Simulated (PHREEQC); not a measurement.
Solution (25 °C): 0.067 mol/kgw HF, 0.13 mol/kgw (CH3)4NF and 0.00048 mol/kgw H2SiF6. Closed to the air; pH follows from the charge balance.

Computed with PHREEQC (ion-association model, wateq4f.dat).

Precipitation was switched off in this run.

### Question
Order these F species by the share of F that they hold, largest first: SiF6-2, H2F2, HF, HF2-, F-.

### Answer
F- (56 %), HF (20 %), HF2- (18 %), H2F2 (4.5 %), SiF6-2 (1.4 %)

The pH is 3.47 and the ionic strength 0.131 mol/kgw. (CH3)4N+ isn't in the database: it is added as a free cation with an ion size of 4 Å. SiF6-2 is the database's only silicon fluoride.
